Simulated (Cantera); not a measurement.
A closed system holds: 1 mol BN, 62 mol H2, 5.5 mol N2, at 1.60 Pa.

Cantera equilibrium calculation (NASA polynomials, part measured and part estimated; ideal gas, pure solids and liquids). Candidate condensed phases: B, BN; 15 gas species. The numbers say what is thermodynamically allowed, not how fast it happens.

### Question
At 1273 K, list the 3 most abundant gas species with their mole fractions, and the condensed phases.

### Answer
H2 0.918, N2 0.0815, H 0.000171. Condensed: BN(s).
